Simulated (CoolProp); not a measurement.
A single-stage vapour-compression cycle with R141b: evaporating at 255.15 K (dew point), condensing at 295.15 K (bubble point), superheat 10 K, subcooling 8 K, compressor efficiency 0.9, no pressure losses. Each further row changes one setting.

Model: reference Helmholtz-energy equation of state, Lemmon 2006, in CoolProp. It is a short technical equation, of lower accuracy than the large ones.

| case | cooling COP | pressure ratio | discharge temperature (K) | refrigerating effect (kJ/kg) | volumetric capacity (kJ/m³) |
|---|---|---|---|---|---|
| as stated | 5.31 | 6.08 | 321.5 | 217 | 134 |
| evaporating temperature 260.15 K | [?] | [?] | [?] | 220 | 173 |
| condensing temperature 290.15 K | 6.16 | 5.01 | [?] | 222 | 137 |
| subcooling 13 K | 5.45 | 6.08 | 321.5 | 222 | 137 |
| superheat 20 K | 5.29 | 6.08 | [?] | 224 | 133 |
| compressor efficiency 0.8 | 4.72 | 6.08 | 327.8 | 217 | 134 |

Some entries are withheld; supply them.


- evaporating temperature 260.15 K, cooling COP: 6.28
- evaporating temperature 260.15 K, pressure ratio: 4.68
- evaporating temperature 260.15 K, discharge temperature (K): 318.5
- condensing temperature 290.15 K, discharge temperature (K): 315.2
- superheat 20 K, discharge temperature (K): 332.2
